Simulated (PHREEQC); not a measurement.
A made-up water analysis in mg/L, 25 °C, pH 2.59, pe 9: Na 216; K 691; Ca 242; Mg 121; Cl 243; S(6) as SO4 2430; Fe(3) 49.4.

Valence states are taken as typed.

Model: ion-association model, wateq4f.dat, run in PHREEQC.

```csv
quantity,before,after
ionic strength (mol/kgw),0.0670,0.183
SO4-2 (mol/kgw),0.0167,0.0460
Ca+2 (mol/kgw),0.00375,0.00968
Mg+2 (mol/kgw),0.00288,0.00722
SI of Gypsum (CaSO4:2H2O),-0.36,+0.22
SI of Fe(OH)3(a) (Fe(OH)3),-2.27,-2.16
```

**Question.** What was changed between the two runs?
(A) all concentrations times 3 at the same typed pH
(B) Mg from 121 to 363 mg/L
(C) K from 691 to 1380 mg/L

**Answer.** A, all concentrations times 3 at the same typed pH

No solid was allowed to form. Some of these states are supersaturated (in Jarosite-K, Hematite (slow to form), Gypsum, for instance).
